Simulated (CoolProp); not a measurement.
Vapour pressure (kPa) of fluorine: the reference equation beside estimates from Tc = 144.4 K, pc = 5240 kPa, ω = 0.045. Clausius-Clapeyron is anchored at 93.2 K with a constant enthalpy of vaporisation of 6.314 kJ/mol.

The numbers come from the reference Helmholtz-energy equation of state, de Reuck 1990 in CoolProp.

```csv
T (K),reference,Lee-Kesler,Clausius-Clapeyron,van der Waals,Redlich-Kwong,Soave-Redlich-Kwong,Peng-Robinson
86.6,120.8,123.0,127.0,453.7,106.7,122.1,125.5
89.9,171.2,174.1,175.2,561.2,156.3,173.2,176.7
93.2,236.3,240.0,236.3,684.7,221.8,239.1,242.6
96.5,318.6,323.3,312.3,825.1,305.6,322.4,325.5
99.8,420.6,426.3,405.1,983.4,410.7,425.9,428.0
103.1,545.0,551.7,516.8,1160,539.8,552.1,552.9
106.5,699.3,707.0,653.8,1363,700.8,709.0,708.0
109.8,877.4,885.8,810.1,1581,887.0,890.3,886.9
113.1,1086,1095,991.3,1819,1105,1103,1097
```

Absolute difference from the reference over all 9 rows, mean and median: Lee-Kesler 1.3 and 1.4 %, Clausius-Clapeyron 4.6 and 5.1 %, van der Waals 149.0 and 133.8 %, Redlich-Kwong 4.1 and 2.4 %, Soave-Redlich-Kwong 1.3 and 1.3 %, Peng-Robinson 2.1 and 1.8 %.
